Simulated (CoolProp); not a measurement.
Vapour-liquid equilibrium of ethanol (1) + o-xylene (2) at 410.4 K; x and y are mole fractions of (1).

Model: multi-fluid Helmholtz-energy mixture model, Schroeder 2014 and Zhou 2012; pair parameters Bell 2016, in CoolProp.

Question: Give the bubble pressure and the first vapour's composition at x = 0.5, 0.65, 0.8. Is there an azeotrope?

Answer: x = 0.5: 0.5200 MPa, y = 0.869; x = 0.65: 0.5666 MPa, y = 0.894; x = 0.8: 0.6190 MPa, y = 0.929. No azeotrope shows between x = 0.05 and 0.95.

The pair parameters rest on a limited set of measurements; away from them the model extrapolates. With so large a gap from Raoult's law the liquid may split in two, which this calculation doesn't test in full.
